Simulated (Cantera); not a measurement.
Mixture: CO : H2 : CH4 : O2 : N2 = 1 : 0.15 : 0.18 : 1.14 : 4.29 (molar parts), equivalence ratio 0.82, at 293 Torr, adiabatic and at constant pressure. Ignition delay is the time to a rise of 400 K.

Computed with Cantera and GRI-Mech 3.0 (53 species, 325 reactions). Where the delays flatten at high temperature, the 400 K rule measures the pace of heat release, not the induction time.

Problem. What does this change do: pressure from 293 Torr to 1500 Torr?

Solution. 
```
quantity                                               before      after
--------------------------------------------------  ---------  ---------
delay at 1050 K                                       3.80 ms    1.82 ms
delay at 1150 K                                       1.47 ms   0.551 ms
delay at 1250 K                                      0.721 ms   0.228 ms
delay at 1350 K                                      0.421 ms   0.113 ms
delay at 1450 K                                      0.280 ms    65.0 µs
apparent activation energy between 1350 and 1450 K  66 kJ/mol  90 kJ/mol
```

Problem. What does this change do: constant volume in place of constant pressure?

Solution. 
```json
[
 {"quantity": "delay at 1050 K", "before": "3.80 ms", "after": "3.43 ms"},
 {"quantity": "delay at 1150 K", "before": "1.47 ms", "after": "1.36 ms"},
 {"quantity": "delay at 1250 K", "before": "0.721 ms", "after": "0.676 ms"},
 {"quantity": "delay at 1350 K", "before": "0.421 ms", "after": "0.395 ms"},
 {"quantity": "delay at 1450 K", "before": "0.280 ms", "after": "0.255 ms"},
 {"quantity": "apparent activation energy between 1350 and 1450 K", "before": "66 kJ/mol", "after": "71 kJ/mol"}
]
```

Problem. What does this change do: 0.16 parts H2O added?

Solution. 
```csv
quantity,before,after
delay at 1050 K,3.80 ms,4.14 ms
delay at 1150 K,1.47 ms,1.57 ms
delay at 1250 K,0.721 ms,0.759 ms
delay at 1350 K,0.421 ms,0.441 ms
delay at 1450 K,0.280 ms,0.293 ms
apparent activation energy between 1350 and 1450 K,66 kJ/mol,67 kJ/mol
```
